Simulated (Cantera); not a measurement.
A closed system holds: 1 mol Pb, 0.41 mol H₂S, 62 mol H₂, at 825 K and 1.58 Torr.

Equilibrium computed with Cantera from the NASA thermochemical tables; the gas is ideal and each condensed phase is pure. Candidate condensed phases: Pb, PbS, S; 10 gas species. Equilibrium is a limit: real reactors are often held back by kinetics, nucleation or transport.

Base state: H₂ 0.997, H₂S 0.00259, PbS 0.000150, Pb 6.83e-5 (mole fractions); condensed: Pb(l) + PbS(s).

Task: What changes in the equilibrium state with this change: temperature from 825 K to 1325 K?

Result: 
| species | before | after |
|---|---|---|
| H₂ | 0.997 | 0.981 |
| Pb | 6.83e-5 | 0.0123 |
| PbS | 0.000150 | 0.00350 |
| H | <1e-9 | 3.54e-5 |
| S₂ | 1.81e-9 | 4.39e-5 |
| SH | 5.17e-9 | 4.84e-5 |
| H₂S | 0.00259 | 0.00283 |
| Pb(l), mol | 0.747 | 0 |
| PbS(s), mol | 0.239 | 0 |

Task: What changes in the equilibrium state with this change: temperature from 825 K to 1900 K?

Result: 
```csv
species,before,after
H₂,0.997,0.963
H,<1e-9,0.0170
Pb,6.83e-5,0.0150
S,<1e-9,0.00108
S₂,1.81e-9,0.000969
"Pb(l), mol",0.747,0
"PbS(s), mol",0.239,0
```

Task: What changes in the equilibrium state with this change: temperature from 825 K to 1473 K?

Result: 
```tsv
species	before	after
H₂	0.997	0.980
Pb	6.83e-5	0.0130
H₂S	0.00259	0.00297
PbS	0.000150	0.00274
H	<1e-9	0.000273
S₂	1.81e-9	0.000254
SH	5.17e-9	0.000229
S	<1e-9	1.03e-5
Pb(l), mol	0.747	0
PbS(s), mol	0.239	0
```
